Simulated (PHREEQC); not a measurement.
A solution holds 0.033 mol KH2PO4 per kg of water, at 20 °C. Closed to the air; pH follows from the charge balance.

Equilibrium calculation in PHREEQC: ion-association model, phreeqc.dat.

Each row changes one thing in this solution. This is a speciation only: nothing precipitates in the calculation.

```json
[
 {"case": "as made", "pH": "4.59", "ionic strength (mol/kgw)": "0.0331", "HPO4-2 (mol/kgw)": "0.000125", "H3PO4 (mol/kgw)": "9.94e-5", "KHPO4- (mol/kgw)": "4.13e-6"},
 {"case": "KH2PO4 from 0.033 to 0.0165 mol/kgw", "pH": "4.66", "ionic strength (mol/kgw)": "0.0166", "HPO4-2 (mol/kgw)": "6.63e-5", "H3PO4 (mol/kgw)": "4.34e-5", "KHPO4- (mol/kgw)": "1.29e-6"},
 {"case": "KH2PO4 from 0.033 to 0.066 mol/kgw", "pH": "4.51", "ionic strength (mol/kgw)": "0.0663", "HPO4-2 (mol/kgw)": "0.000245", "H3PO4 (mol/kgw)": "0.000222", "KHPO4- (mol/kgw)": "1.33e-5"},
 {"case": "KH2PO4 from 0.033 to 0.0363 mol/kgw", "pH": "4.58", "ionic strength (mol/kgw)": "0.0365", "HPO4-2 (mol/kgw)": "0.000137", "H3PO4 (mol/kgw)": "0.000111", "KHPO4- (mol/kgw)": "4.85e-6"},
 {"case": "KH2PO4 from 0.033 to 0.33 mol/kgw", "pH": "4.34", "ionic strength (mol/kgw)": "0.331", "HPO4-2 (mol/kgw)": "0.00124", "H3PO4 (mol/kgw)": "0.00137", "KHPO4- (mol/kgw)": "0.000189"}
]
```
